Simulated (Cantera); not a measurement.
A perfectly stirred reactor is fed with NO : N₂ = 0.51 : 4.3 (molar parts), at 100.0 Torr; it is held at 1900 K, and followed from long to short residence time.

Model: GRI-Mech 3.0 (53 species, 325 reactions), integrated in Cantera.

x: mole fraction; the columns are a selection and need not sum to one.

```tsv
τ (s)	x NO	x N₂	x NO₂	x O₂	x N₂O
4.5	0.0930	0.900	1.31e-5	0.00644	3.65e-6
1.1	0.103	0.895	8.71e-6	0.00144	4.53e-6
0.29	0.105	0.894	6.81e-6	0.000340	4.68e-6
0.076	0.106	0.894	5.52e-6	6.98e-5	4.50e-6
0.019	0.106	0.894	3.15e-6	7.61e-6	3.72e-6
0.0050	0.106	0.894	…	…	…
0.0013	0.106	0.894	1.26e-7	1.93e-8	8.69e-7
0.00033	0.106	0.894	…	…	…
```

Task: What belongs in the gaps?

Result: 
- 0.0050, x NO₂: 8.33e-7
- 0.0050, x O₂: 3.89e-7
- 0.0050, x N₂O: 2.23e-6
- 0.00033, x NO₂: 1.30e-8
- 0.00033, x O₂: 1.14e-9
- 0.00033, x N₂O: 2.54e-7
